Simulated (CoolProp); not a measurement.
Saturation properties of neopentane (Tc = 433.7 K, pc = 3.196 MPa, ω = 0.196).

Values from CoolProp's reference Helmholtz-energy equation of state, Lemmon 2006. It is a short technical equation, of lower accuracy than the large ones.

```json
[
 {"T (K)": "316.3", "p (MPa)": "0.2950", "liquid density (kg/m³)": "563.6", "enthalpy of vaporisation (kJ/kg)": "287.7", "liquid cp (kJ/(kg K))": "2.423", "vapour Z": "0.9059"},
 {"T (K)": "324.1", "p (MPa)": "0.3649", "liquid density (kg/m³)": "554.2", "enthalpy of vaporisation (kJ/kg)": "280.5", "liquid cp (kJ/(kg K))": "2.475", "vapour Z": "0.8909"},
 {"T (K)": "331.9", "p (MPa)": "0.4464", "liquid density (kg/m³)": "544.4", "enthalpy of vaporisation (kJ/kg)": "272.8", "liquid cp (kJ/(kg K))": "2.529", "vapour Z": "0.8743"},
 {"T (K)": "339.6", "p (MPa)": "0.5395", "liquid density (kg/m³)": "534.4", "enthalpy of vaporisation (kJ/kg)": "264.8", "liquid cp (kJ/(kg K))": "2.586", "vapour Z": "0.8565"},
 {"T (K)": "347.4", "p (MPa)": "0.6476", "liquid density (kg/m³)": "523.8", "enthalpy of vaporisation (kJ/kg)": "256.2", "liquid cp (kJ/(kg K))": "2.648", "vapour Z": "0.8367"},
 {"T (K)": "355.2", "p (MPa)": "0.7708", "liquid density (kg/m³)": "512.6", "enthalpy of vaporisation (kJ/kg)": "247.0", "liquid cp (kJ/(kg K))": "2.715", "vapour Z": "0.8151"},
 {"T (K)": "362.9", "p (MPa)": "0.9085", "liquid density (kg/m³)": "501.0", "enthalpy of vaporisation (kJ/kg)": "237.3", "liquid cp (kJ/(kg K))": "2.788", "vapour Z": "0.7919"},
 {"T (K)": "370.7", "p (MPa)": "1.066", "liquid density (kg/m³)": "488.5", "enthalpy of vaporisation (kJ/kg)": "226.7", "liquid cp (kJ/(kg K))": "2.870", "vapour Z": "0.7662"},
 {"T (K)": "378.5", "p (MPa)": "1.242", "liquid density (kg/m³)": "475.2", "enthalpy of vaporisation (kJ/kg)": "215.1", "liquid cp (kJ/(kg K))": "2.965", "vapour Z": "0.7381"},
 {"T (K)": "386.3", "p (MPa)": "1.438", "liquid density (kg/m³)": "460.7", "enthalpy of vaporisation (kJ/kg)": "202.5", "liquid cp (kJ/(kg K))": "3.078", "vapour Z": "0.7071"}
]
```

It boils at 282.7 K under 1 atm.
